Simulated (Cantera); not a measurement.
**Counterflow diffusion flame**

A counterflow diffusion flame at 0.395 atm, nozzles 20 mm apart: fuel side CH4 : CO : N2 = 1 : 0.43 : 0.82 (molar parts) at 550 K, oxidiser side O2 : N2 = 0.2 : 0.8 (molar parts) at 725 K, fuel mass flux 1 times the oxidiser's; mixture-averaged transport, no radiation.

Computed with Cantera and GRI-Mech 3.0 (53 species, 325 reactions). GRI-Mech 3.0 has no aromatics or soot, which form on the fuel side of real flames. The maximum strain rate includes the flame's own expansion and is several times the mean. A flux with no burning solution from the previous one only brackets extinction.

```json
[
 {"oxidiser flux (kg/m²/s)": "0.1", "max strain (1/s)": "198", "mean strain (1/s)": "51.4", "T max (K)": "2023", "peak x OH": "0.00783", "peak x H": "0.00648", "peak x NO": "0.000221", "peak x CO": "0.191", "peak x C2H2": "0.00923"},
 {"oxidiser flux (kg/m²/s)": "0.17", "max strain (1/s)": "323", "mean strain (1/s)": "87.3", "T max (K)": "1994", "peak x OH": "0.00747", "peak x H": "0.00680", "peak x NO": "0.000176", "peak x CO": "0.191", "peak x C2H2": "0.00848"},
 {"oxidiser flux (kg/m²/s)": "0.27", "max strain (1/s)": "495", "mean strain (1/s)": "139", "T max (K)": "1968", "peak x OH": "0.00713", "peak x H": "0.00698", "peak x NO": "0.000135", "peak x CO": "0.191", "peak x C2H2": "0.00765"},
 {"oxidiser flux (kg/m²/s)": "0.45", "max strain (1/s)": "797", "mean strain (1/s)": "231", "T max (K)": "1931", "peak x OH": "0.00655", "peak x H": "0.00692", "peak x NO": "8.77e-5", "peak x CO": "0.191", "peak x C2H2": "0.00630"},
 {"oxidiser flux (kg/m²/s)": "0.74", "max strain (1/s)": "1260", "mean strain (1/s)": "380", "T max (K)": "1877", "peak x OH": "0.00562", "peak x H": "0.00627", "peak x NO": "4.38e-5", "peak x CO": "0.191", "peak x C2H2": "0.00430"}
]
```
x: mole fraction; the columns are a selection and need not sum to one.

At the next flux tried, 1.2 kg/m²/s, no burning solution was found from the previous one.
